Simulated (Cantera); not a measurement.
Charge: 1 mol Si, 0.97 mol Cl2, 12 mol H2, at 0.640 bar.

Equilibrium computed with Cantera from the NASA thermochemical tables; the gas is ideal and each condensed phase is pure. Candidate condensed phases: Si; 19 gas species. The tables' values for SiCl3 are old estimates; treat these amounts as uncertain. Equilibrium is a limit: real reactors are often held back by kinetics, nucleation or transport. All values below are at 900 °C.

Base state: H2 0.934, HCl 0.0296, SiCl4 0.0181, SiHCl3 0.0133, SiCl2 0.00214, SiCl3 0.00198, SiH2Cl2 0.00125, SiH3Cl 3.19e-5 (mole fractions); condensed: Si(s).

Problem. What changes in the equilibrium state with this change: Cl2 from 0.97 to 0.68 mol?

Solution. 
| species | before | after |
|---|---|---|
| H2 | 0.934 | 0.949 |
| HCl | 0.0296 | 0.0266 |
| SiCl4 | 0.0181 | 0.0113 |
| SiHCl3 | 0.0133 | 0.00942 |
| SiCl3 | 0.00198 | 0.00139 |
| SiCl2 | 0.00214 | 0.00169 |
| SiH2Cl2 | 0.00125 | 0.00100 |
| SiH3Cl | 3.19e-5 | 2.90e-5 |
| Si(s), mol | 0.539 | 0.692 |
